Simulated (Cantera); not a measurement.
An isothermal, constant-pressure homogeneous reactor starts with C2H6 : N2 : H2O = 1 : 7.2 : 0.0098 (molar parts), at 1250 K and 1330 Pa.

Model: GRI-Mech 3.0 (53 species, 325 reactions), integrated in Cantera. GRI-Mech 3.0 stops at C3 and has no aromatics, soot or wall deposition, so with more carbon than oxygen in the feed, carbon stays in small species such as C2H2 where larger ones or solid carbon would form. Radical loss at walls, strong at low pressure, is not modelled.

x: mole fraction; the columns are a selection and need not sum to one.

```json
[
 {"t (s)": "2.00e-5", "x C2H6": "0.122", "x CH4": "8.35e-9", "x C2H2": "<1e-12", "x C2H": "<1e-12", "x H2": "2.25e-10", "x CH2": "<1e-12", "x CH3": "2.38e-6"},
 {"t (s)": "9.71e-5", "x C2H6": "0.122", "x CH4": "1.95e-7", "x C2H2": "<1e-12", "x C2H": "<1e-12", "x H2": "1.74e-8", "x CH2": "4.12e-12", "x CH3": "1.14e-5"},
 {"t (s)": "0.000472", "x C2H6": "0.122", "x CH4": "?", "x C2H2": "6.51e-12", "x C2H": "<1e-12", "x H2": "?", "x CH2": "2.96e-10", "x CH3": "?"},
 {"t (s)": "0.00229", "x C2H6": "0.121", "x CH4": "8.52e-5", "x C2H2": "3.88e-8", "x C2H": "<1e-12", "x H2": "0.000230", "x CH2": "9.11e-9", "x CH3": "0.000190"},
 {"t (s)": "0.0111", "x C2H6": "0.113", "x CH4": "0.00142", "x C2H2": "3.73e-5", "x C2H": "2.26e-11", "x H2": "0.00605", "x CH2": "7.82e-8", "x CH3": "0.000589"},
 {"t (s)": "0.0540", "x C2H6": "?", "x CH4": "?", "x C2H2": "?", "x C2H": "2.72e-10", "x H2": "?", "x CH2": "8.05e-8", "x CH3": "0.000549"},
 {"t (s)": "0.262", "x C2H6": "0.00466", "x CH4": "0.0301", "x C2H2": "0.0195", "x C2H": "1.12e-9", "x H2": "0.0932", "x CH2": "1.27e-8", "x CH3": "0.000129"},
 {"t (s)": "1.27", "x C2H6": "8.34e-5", "x CH4": "0.0307", "x C2H2": "0.0400", "x C2H": "3.36e-10", "x H2": "0.115", "x CH2": "2.62e-10", "x CH3": "1.65e-5"},
 {"t (s)": "6.18", "x C2H6": "4.64e-6", "x CH4": "0.0303", "x C2H2": "0.0540", "x C2H": "1.14e-10", "x H2": "0.128", "x CH2": "1.70e-11", "x CH3": "4.15e-6"},
 {"t (s)": "30.0", "x C2H6": "2.08e-6", "x CH4": "0.0296", "x C2H2": "0.0747", "x C2H": "1.34e-10", "x H2": "0.147", "x CH2": "1.24e-11", "x CH3": "3.53e-6"}
]
```

Question: What belongs in the gaps?

Answer: 
- 0.000472, x CH4: 4.40e-6
- 0.000472, x H2: 2.37e-6
- 0.000472, x CH3: 5.19e-5
- 0.0540, x C2H6: 0.0675
- 0.0540, x CH4: 0.0115
- 0.0540, x C2H2: 0.00189
- 0.0540, x H2: 0.0385
